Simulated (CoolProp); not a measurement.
Vapour-liquid equilibrium of propane (1) + c-C4F8 (RC318) (2) at 0.631 MPa; x and y are mole fractions of (1).

Values from CoolProp's multi-fluid Helmholtz-energy mixture model, Lemmon 2009 and Platzer 1990; pair parameters Bell 2016. This equation is an older, rougher fit; its heat capacities, sound speeds and derivatives of the liquid may be far off and weren't checked against measurements.

```csv
x,bubble temperature (K),y at the bubble point,dew temperature at overall composition x (K),liquid density (mol/L)
0.05,315.1,0.189,320.3,7.217
0.125,306.2,0.398,317.6,7.560
0.2,299.4,0.534,314.6,7.872
0.275,294.6,0.621,311.6,8.159
0.35,291.2,0.679,308.3,8.433
0.425,288.9,0.720,304.9,8.706
0.5,287.2,0.750,301.2,8.988
0.575,285.9,0.776,297.2,9.289
0.65,284.9,0.800,292.9,9.617
0.725,284.0,0.825,288.6,9.981
0.8,283.3,0.855,284.9,10.39
0.875,282.8,0.894,283.0,10.83
0.95,282.6,0.949,282.6,11.33
```

y crosses x between x = 0.875 and 0.95: the model has an azeotrope there.

The pair parameters rest on a limited set of measurements; away from them the model extrapolates.
